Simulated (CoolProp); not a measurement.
Vapour-liquid equilibrium of carbon dioxide (1) + C2F6 (R116) (2) at 236.5 K; x and y are mole fractions of (1).

Model: multi-fluid Helmholtz-energy mixture model, Span 1996 and Lemmon 2006; pair parameters Bell 2016, in CoolProp.

| x | bubble pressure, mixture model (MPa) | bubble pressure, Raoult's law (MPa) | y, mixture model | y, Raoult's law |
|---|---|---|---|---|
| 0.05 | 0.6899 | 0.6348 | 0.141 | 0.089 |
| 0.2 | 0.9256 | 0.7137 | 0.423 | 0.318 |
| 0.35 | 1.104 | 0.7925 | 0.573 | 0.501 |
| 0.5 | 1.210 | 0.8714 | 0.659 | 0.651 |
| 0.65 | 1.261 | 0.9502 | 0.719 | 0.776 |
| 0.8 | 1.271 | 1.029 | 0.781 | 0.882 |
| 0.95 | 1.204 | 1.108 | 0.908 | 0.973 |

The largest gap from Raoult's law is +39.3 % in bubble pressure, at x = 0.35. y crosses x between x = 0.65 and 0.8: the model has an azeotrope there.

The pair parameters rest on a limited set of measurements; away from them the model extrapolates.
